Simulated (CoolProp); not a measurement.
Model: reference Helmholtz-energy equation of state, Thol 2014, in CoolProp.

Q: Give the vapour pressure (bar), enthalpy of vaporisation (kJ/kg), liquid cp (kJ/(kg K)), surface tension (mN/m) of saturated diethyl ether at 55.45, 112.95 °C.

A: 
```csv
T (°C),p (bar),enthalpy of vaporisation (kJ/kg),liquid cp (kJ/(kg K)),surface tension (mN/m)
55.45,2.02,339,2.45,12.9
112.95,8.70,274,2.75,6.62
```

Surface tension comes from a separate correlation (Mulero 2014).
